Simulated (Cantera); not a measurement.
Feed: 1 mol CH3Cl, 2.7 mol H2, held at 4.40 Pa.

Cantera equilibrium calculation (NASA polynomials, part measured and part estimated; ideal gas, pure solids and liquids). Candidate condensed phases: C, C6H6, C7H8, C8H18; 91 gas species. Rates play no part.

x: gas mole fraction; n: condensed amount in mol.

```csv
T (°C),x H2,x H,x HCl,x Cl,x C2H2 (acetylene),n C(graphite)
750,0.787,5.54e-7,0.213,1.38e-7,1.65e-9,1.000
900,0.787,1.58e-5,0.213,3.73e-6,4.82e-8,1.000
1050,0.787,0.000212,0.213,4.81e-5,6.50e-7,1.000
1200,0.786,___,0.212,___,___,1.000
1350,0.779,___,0.210,___,___,1.000
1500,0.755,0.0373,0.200,0.00760,0.000106,0.999
1650,0.684,0.117,0.175,0.0226,0.000309,0.997
1800,0.533,0.290,0.126,0.0505,0.000653,0.992
1950,0.312,0.540,0.0650,0.0816,0.000907,0.985
```

Task: What belongs in the gaps?

Result: 
- 1350, x H: 0.00920
- 1350, x Cl: 0.00195
- 1350, x C2H2 (acetylene): 2.72e-5
- 1200, x H: 0.00169
- 1200, x Cl: 0.000370
- 1200, x C2H2 (acetylene): 5.11e-6
